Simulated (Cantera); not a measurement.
Feed: 1 mol MgF2, 14 mol H2, equilibrated at 10.0 mbar.

These are equilibrium values from Cantera (NASA tables, ideal gas, pure condensed phases), not measurements of a reactor. Candidate condensed phases: Mg, MgF2; 17 gas species. The tables' values for MgH are old estimates; treat these amounts as uncertain. Equilibrium is a limit: real reactors are often held back by kinetics, nucleation or transport. All values below are at 1950 K.

Base state: H2 0.828, HF 0.0985, Mg 0.0460, MgF2 0.0107, H 0.0104, MgF 0.00628, MgH 6.30e-5 (mole fractions); condensed: gas only.

Problem. What changes in the equilibrium state with this change: H2 from 14 to 290 mol?

Solution. 
```csv
species,before,after
H2,0.828,0.978
H,0.0104,0.0113
HF,0.0985,0.00678
Mg,0.0460,0.00337
MgF2,0.0107,3.13e-6
MgF,0.00628,2.91e-5
MgH,6.30e-5,5.01e-6
```
